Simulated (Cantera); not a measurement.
Charge: 1 mol Si, 3.2 mol SF₆, held at 1548.15 K and 0.140 bar.

Method: chemical equilibrium by Gibbs-energy minimisation in Cantera with the NASA 1993 tables (ideal gas, pure condensed phases). Candidate condensed phases: S, Si; 21 gas species. The tables' values for SF₃, SF₅ are old estimates; treat these amounts as uncertain. Kinetics and transport are ignored.

What is the equilibrium state?


- x(SF₄): 0.468
- x(SiF₄): 0.215
- x(SF₆): 0.212
- x(F): 0.0975
- x(SF₃): 0.00580
- x(SF₅): 0.00175
- x(SF₂): 0.000612
- x(F₂): 0.000118
- gas amount: 4.654 mol
- log10 activity of S(l) (absent): -9.61
- log10 activity of Si(s) (absent): -38.94
